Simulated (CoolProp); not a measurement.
Vapour-liquid equilibrium of ethylbenzene (1) + m-xylene (2) at 514.6 K; x and y are mole fractions of (1).

Model: multi-fluid Helmholtz-energy mixture model, Zhou 2012 and Zhou 2012; pair parameters Bell 2016, in CoolProp.

| x | bubble pressure (MPa) | y at the bubble point | dew pressure at overall composition x (MPa) | liquid density (mol/L) |
|---|---|---|---|---|
| 0.05 | 0.8615 | 0.052 | 0.8614 | 6.002 |
| 0.2 | 0.8677 | 0.206 | 0.8675 | 6.003 |
| 0.35 | 0.8736 | 0.358 | 0.8733 | 6.006 |
| 0.5 | 0.8791 | 0.508 | 0.8788 | 6.009 |
| 0.65 | 0.8842 | 0.656 | 0.8840 | 6.014 |
| 0.8 | 0.8888 | 0.804 | 0.8887 | 6.019 |
| 0.95 | 0.8930 | 0.951 | 0.8930 | 6.025 |

No azeotrope shows between x = 0.05 and 0.95.

Pair parameters are fitted to limited data, so mixtures are less certain than the pure fluids.
